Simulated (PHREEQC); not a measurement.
Solution (25 °C): 38 mmol/kgw H2SO4 and 0.022 mmol/kgw Na2SeO3. Closed to the air; pH follows from the charge balance.

Computed with PHREEQC (ion-association model, wateq4f.dat).

Each row changes one thing in this solution. Precipitation was switched off in this run.

| case | pH | ionic strength (mol/kgw) | HSO4- (mol/kgw) | SO4-2 (mol/kgw) |
|---|---|---|---|---|
| as made | 1.38 | 0.0617 | 0.0261 | 0.0119 |
| Na2SeO3 from 2.2e-05 to 0.00022 mol/kgw | 1.38 | 0.0619 | 0.0261 | 0.0119 |
| 0.037 mol/kgw H3PO4 added | 1.33 | 0.0662 | 0.0268 | 0.0112 |
| H2SO4 from 0.038 to 0.057 mol/kgw | 1.23 | 0.0864 | 0.0423 | 0.0147 |
| diluted 100-fold with water | 3.15 | 0.00110 | 2.22e-5 | 0.000358 |
| H2SO4 from 0.038 to 0.076 mol/kgw | 1.12 | 0.110 | 0.0590 | 0.0170 |
| Na2SeO3 left out | 1.38 | 0.0617 | 0.0261 | 0.0119 |
| diluted 5-fold with water | 1.97 | 0.0164 | 0.00318 | 0.00441 |

H3PO4, which wateq4f.dat lacks, is added to it with the constant of phreeqc.dat.
